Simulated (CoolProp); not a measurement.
Carbonyl sulfide at several states: fugacity coefficient from the reference equation and from simpler models built on Tc = 378.8 K, pc = 6.369 MPa, ω = 0.098; each cubic takes its own stable root.

Computed with CoolProp (reference Helmholtz-energy equation of state, Lemmon 2006). It is a short technical equation, of lower accuracy than the large ones.

```json
[
 {"T (K)": "526.6", "p (MPa)": "28.1", "phase": "supercritical", "reference": "0.6475", "van der Waals": "0.6091", "Redlich-Kwong": "0.6402", "Soave-Redlich-Kwong": "0.6837", "Peng-Robinson": "0.6306"},
 {"T (K)": "330.3", "p (MPa)": "1.33", "phase": "gas", "reference": "0.8945", "van der Waals": "0.9143", "Redlich-Kwong": "0.8963", "Soave-Redlich-Kwong": "0.8946", "Peng-Robinson": "0.8866"},
 {"T (K)": "573", "p (MPa)": "0.109", "phase": "gas", "reference": "0.9985", "van der Waals": "0.9983", "Redlich-Kwong": "0.9984", "Soave-Redlich-Kwong": "0.9986", "Peng-Robinson": "0.9982"},
 {"T (K)": "320", "p (MPa)": "6.57", "phase": "liquid", "reference": "0.2926", "van der Waals": "0.4218", "Redlich-Kwong": "0.3138", "Soave-Redlich-Kwong": "0.2993", "Peng-Robinson": "0.2889"}
]
```
